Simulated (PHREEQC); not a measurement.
A solution holds 0.28 mol FeCl3, 0.0023 mol CuCl2 and 4.7e-05 mol NaHCO3 per kg of water, at 25 °C. Closed to the air; pH follows from the charge balance.

The numbers come from PHREEQC with the ion-association model, wateq4f.dat.

Question: The ionic strength comes out as 0.878 mol/kgw. What activity coefficients do H+, Fe2(OH)2+4, Cl-, FeCl2+, CuCl+ get?

Answer: H+ 0.75, Fe2(OH)2+4 0.016, Cl- 0.61, FeCl2+ 0.77, CuCl+ 0.61.

Precipitation was switched off in this run. Examples of supersaturated solids here: Hematite (slow to form), Goethite (slow to form). Others may be too. The ionic strength is past about 0.7 mol/kgw, beyond the range of this activity model, so the values are rough.
